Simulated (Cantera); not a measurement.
An isothermal, constant-pressure homogeneous reactor starts with CH2O : O2 : N2 = 0.0048 : 0.0039 : 1 (molar parts), equivalence ratio 1.2, at 1298 K and 1.00 atm.

Cantera simulation using GRI-Mech 3.0 (53 species, 325 reactions); the numbers are that mechanism's predictions, not measurements.

x: mole fraction; the columns are a selection and need not sum to one.

```json
[
 {"t (s)": "0.000800", "x CH2O": "0.00379", "x O2": "0.00371", "x O": "1.89e-7", "x NO": "<1e-12", "x CH4": "1.78e-9", "x CO": "0.000959"},
 {"t (s)": "0.00228", "x CH2O": "1.08e-10", "x O2": "0.00157", "x O": "0.000379", "x NO": "2.09e-7", "x CH4": "4.51e-11", "x CO": "0.00398"},
 {"t (s)": "0.00651", "x CH2O": "3.16e-11", "x O2": "0.000336", "x O": "8.81e-5", "x NO": "1.58e-6", "x CH4": "<1e-12", "x CO": "0.00170"},
 {"t (s)": "0.0186", "x CH2O": "9.90e-12", "x O2": "3.14e-5", "x O": "8.67e-6", "x NO": "1.85e-6", "x CH4": "<1e-12", "x CO": "0.00113"},
 {"t (s)": "0.0530", "x CH2O": "3.33e-12", "x O2": "___", "x O": "___", "x NO": "1.87e-6", "x CH4": "<1e-12", "x CO": "0.00108"},
 {"t (s)": "0.151", "x CH2O": "1.29e-12", "x O2": "1.86e-7", "x O": "5.41e-8", "x NO": "1.85e-6", "x CH4": "<1e-12", "x CO": "0.00109"},
 {"t (s)": "0.431", "x CH2O": "<1e-12", "x O2": "1.77e-8", "x O": "4.91e-9", "x NO": "1.79e-6", "x CH4": "<1e-12", "x CO": "0.00109"},
 {"t (s)": "1.23", "x CH2O": "<1e-12", "x O2": "1.58e-9", "x O": "3.91e-10", "x NO": "1.70e-6", "x CH4": "<1e-12", "x CO": "0.00109"},
 {"t (s)": "3.51", "x CH2O": "<1e-12", "x O2": "1.42e-10", "x O": "3.16e-11", "x NO": "1.57e-6", "x CH4": "<1e-12", "x CO": "0.00109"},
 {"t (s)": "10.0", "x CH2O": "<1e-12", "x O2": "1.72e-11", "x O": "4.22e-12", "x NO": "___", "x CH4": "<1e-12", "x CO": "0.00109"}
]
```

What belongs in the gaps?


- 0.0530, x O2: 2.11e-6
- 0.0530, x O: 6.17e-7
- 10.0, x NO: 1.43e-6
